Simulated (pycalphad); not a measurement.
CALPHAD calculation (pycalphad, COST 507 light-alloy database (1999)), 1 atm. The data set is of 1999 and partly superseded. Amounts are mole fractions of atoms.

Give the equilibrium state of Al-1.859Mg-0.8446Si (wt.%) at 750 K.

fcc, fraction 0.980, with 0.66 Mg, 0.15 Si wt.%; MG2SI, fraction 0.020, with 63.4 Mg, 36.6 Si wt.%.

Give the equilibrium state of Al-1.859Mg-0.8446Si (wt.%) at 900 K.


```
T = 900.00 K, P = 101325 Pa, N = 1 mol of atoms
G = -36675 J/mol, H = 20044 J/mol, S = 63.02 J/(mol K)  (SER reference)
chemical potentials (J/mol): Al -35966, Mg -67362, Si -43636
phase             fraction      x(Al)      x(Mg)      x(Si)
FCC_A1              0.7341     0.9859     0.0121     0.0020
LIQUID              0.2659     0.9311     0.0441     0.0248
```

Database names, with the compositions (at.%) that they take in these runs: MG2SI: Mg 67 Si 33. FCC_A1 is fcc.
